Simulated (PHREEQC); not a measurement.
Solution (65 °C): 0.15 mol TMAH, 4.9e-05 mol Na2SiO3 and 0.028 mol K2CO3 per kg of water. Closed to the air; pH follows from the charge balance.

Equilibrium calculation in PHREEQC: ion-association model, phreeqc.dat.

| Property | Value |
|---|---|
| pH | 11.91 |
| ionic strength | 0.234 mol/kgw |
| activity of water | 0.993 |
| total alkalinity | 206 meq/kg |

| species | molality | activity | log γ |
|---|---|---|---|
| OH- | 0.150 | 0.102 | -0.170 |
| (CH3)4N+ | 0.150 | 0.103 | -0.162 |
| K+ | 0.0560 | 0.0382 | -0.167 |
| CO3-2 | 0.0278 | 0.00749 | -0.569 |
| HCO3- | 0.000174 | 0.000125 | -0.142 |
| Na+ | 5.37e-5 | 3.87e-5 | -0.141 |

This is a speciation only: nothing precipitates in the calculation. Complexes and solids missing from the database can't appear. (CH3)4N+ isn't in the database: it is added as a free cation with an ion size of 4 Å. Away from 25 °C the constants follow the database's enthalpies or fits; those with neither stay at their 25 °C values.
